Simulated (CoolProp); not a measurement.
A closed Brayton cycle with carbon dioxide: compressor inlet 306.15 K and 8.4 MPa, high pressure 22.2 MPa, turbine inlet 845 K, compressor efficiency 0.85, turbine efficiency 0.85, recuperator effectiveness 0.8 (on enthalpy, no pinch check). Each further row changes one setting.

Values from CoolProp's reference Helmholtz-energy equation of state, Span 1996.

| case | thermal efficiency (%) | net work (kJ/kg) | compressor to turbine work | compressor exit (K) | turbine exit (K) |
|---|---|---|---|---|---|
| as stated | 28.6 | 101 | 0.18 | 332.7 | 733.3 |
| turbine inlet 795 K | 27.8 | 93.0 | 0.19 | 332.7 | 687.2 |
| compressor inlet 316.15 K | 28.1 | 82.8 | 0.33 | 386.0 | 733.3 |
| high pressure 18.9 MPa | 26.0 | 87.2 | 0.17 | 327.6 | 751.3 |
| recuperator effectiveness 0.5 | 20.3 | 101 | 0.18 | 332.7 | 733.3 |
